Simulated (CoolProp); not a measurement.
Vapour-liquid equilibrium of n-hexane (1) + ethanol (2) at 94.25 °C; x and y are mole fractions of (1).

Values from CoolProp's multi-fluid Helmholtz-energy mixture model, Thol 2019 and Schroeder 2014; pair parameters Bell 2016.

```json
[
 {"x": "0.05", "bubble pressure (MPa)": "0.2143", "y at the bubble point": "0.179", "dew pressure at overall composition x (MPa)": "0.1912", "liquid density (mol/L)": "14.75"},
 {"x": "0.125", "bubble pressure (MPa)": "0.2517", "y at the bubble point": "0.342", "dew pressure at overall composition x (MPa)": "0.2041", "liquid density (mol/L)": "13.57"},
 {"x": "0.2", "bubble pressure (MPa)": "0.2777", "y at the bubble point": "0.437", "dew pressure at overall composition x (MPa)": "0.2187", "liquid density (mol/L)": "12.54"},
 {"x": "0.275", "bubble pressure (MPa)": "0.2938", "y at the bubble point": "0.494", "dew pressure at overall composition x (MPa)": "0.2352", "liquid density (mol/L)": "11.62"},
 {"x": "0.35", "bubble pressure (MPa)": "0.3027", "y at the bubble point": "0.528", "dew pressure at overall composition x (MPa)": "0.2538", "liquid density (mol/L)": "10.81"},
 {"x": "0.425", "bubble pressure (MPa)": "0.3069", "y at the bubble point": "0.548", "dew pressure at overall composition x (MPa)": "0.2744", "liquid density (mol/L)": "10.10"},
 {"x": "0.5", "bubble pressure (MPa)": "0.3086", "y at the bubble point": "0.562", "dew pressure at overall composition x (MPa)": "0.2956", "liquid density (mol/L)": "9.467"},
 {"x": "0.575", "bubble pressure (MPa)": "0.3090", "y at the bubble point": "0.572", "dew pressure at overall composition x (MPa)": "0.3089", "liquid density (mol/L)": "8.911"},
 {"x": "0.65", "bubble pressure (MPa)": "0.3084", "y at the bubble point": "0.583", "dew pressure at overall composition x (MPa)": "0.2949", "liquid density (mol/L)": "8.420"},
 {"x": "0.725", "bubble pressure (MPa)": "0.3060", "y at the bubble point": "0.600", "dew pressure at overall composition x (MPa)": "0.2750", "liquid density (mol/L)": "7.990"},
 {"x": "0.8", "bubble pressure (MPa)": "0.2994", "y at the bubble point": "0.632", "dew pressure at overall composition x (MPa)": "0.2555", "liquid density (mol/L)": "7.611"},
 {"x": "0.875", "bubble pressure (MPa)": "0.2839", "y at the bubble point": "0.692", "dew pressure at overall composition x (MPa)": "0.2377", "liquid density (mol/L)": "7.280"},
 {"x": "0.95", "bubble pressure (MPa)": "0.2508", "y at the bubble point": "0.819", "dew pressure at overall composition x (MPa)": "0.2217", "liquid density (mol/L)": "6.988"}
]
```

y crosses x between x = 0.5 and 0.575: the model has an azeotrope there.

Pair parameters are fitted to limited data, so mixtures are less certain than the pure fluids. With so large a gap from Raoult's law the liquid may split in two, which this calculation doesn't test in full.
